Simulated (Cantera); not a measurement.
**Stirred combustor or abatement burner**

A perfectly stirred reactor is fed with 9.38 % CH₄, 17.1 % O₂, 64.2 % N₂, 9.38 % H₂O, at 6.00 bar; it is adiabatic with a 473 K inlet, and is followed from long to short residence time, starting on the burning branch (τ in s: 0.062, 0.03, 0.015, 0.0072, 0.0035, 0.0017, 0.00084, 0.00041, 0.0002, 9.7e-05).

Detailed kinetics in Cantera: GRI-Mech 3.0 (53 species, 325 reactions).

```json
[
 {"τ (s)": "0.062", "T (K)": "2164", "x CH₄": "1.54e-5", "x O₂": "0.000184", "x H₂O": "0.262", "x C₂H₂": "6.09e-8", "x HO₂": "8.55e-8", "x CH₂": "1.18e-7"},
 {"τ (s)": "0.030", "T (K)": "2162", "x CH₄": "2.32e-5", "x O₂": "0.000285", "x H₂O": "0.262", "x C₂H₂": "1.35e-7", "x HO₂": "1.43e-7", "x CH₂": "2.26e-7"},
 {"τ (s)": "0.015", "T (K)": "2158", "x CH₄": "3.28e-5", "x O₂": "0.000441", "x H₂O": "0.261", "x C₂H₂": "2.55e-7", "x HO₂": "2.48e-7", "x CH₂": "4.07e-7"},
 {"τ (s)": "0.0072", "T (K)": "2152", "x CH₄": "4.64e-5", "x O₂": "0.000706", "x H₂O": "0.261", "x C₂H₂": "4.59e-7", "x HO₂": "4.58e-7", "x CH₂": "7.41e-7"},
 {"τ (s)": "0.0035", "T (K)": "2143", "x CH₄": "6.56e-5", "x O₂": "0.00111", "x H₂O": "0.260", "x C₂H₂": "7.83e-7", "x HO₂": "8.43e-7", "x CH₂": "1.30e-6"},
 {"τ (s)": "0.0017", "T (K)": "2131", "x CH₄": "9.56e-5", "x O₂": "0.00174", "x H₂O": "0.259", "x C₂H₂": "1.33e-6", "x HO₂": "1.53e-6", "x CH₂": "2.24e-6"},
 {"τ (s)": "0.00084", "T (K)": "2115", "x CH₄": "0.000144", "x O₂": "0.00266", "x H₂O": "0.258", "x C₂H₂": "2.30e-6", "x HO₂": "2.69e-6", "x CH₂": "3.74e-6"},
 {"τ (s)": "0.00041", "T (K)": "2093", "x CH₄": "0.000232", "x O₂": "0.00405", "x H₂O": "0.256", "x C₂H₂": "4.30e-6", "x HO₂": "4.70e-6", "x CH₂": "6.23e-6"},
 {"τ (s)": "0.00020", "T (K)": "2062", "x CH₄": "0.000408", "x O₂": "0.00624", "x H₂O": "0.254", "x C₂H₂": "9.25e-6", "x HO₂": "8.29e-6", "x CH₂": "1.04e-5"},
 {"τ (s)": "9.7e-5", "T (K)": "2010", "x CH₄": "0.000914", "x O₂": "0.0106", "x H₂O": "0.250", "x C₂H₂": "3.05e-5", "x HO₂": "1.64e-5", "x CH₂": "1.81e-5"}
]
```
x: mole fraction; the columns are a selection and need not sum to one.
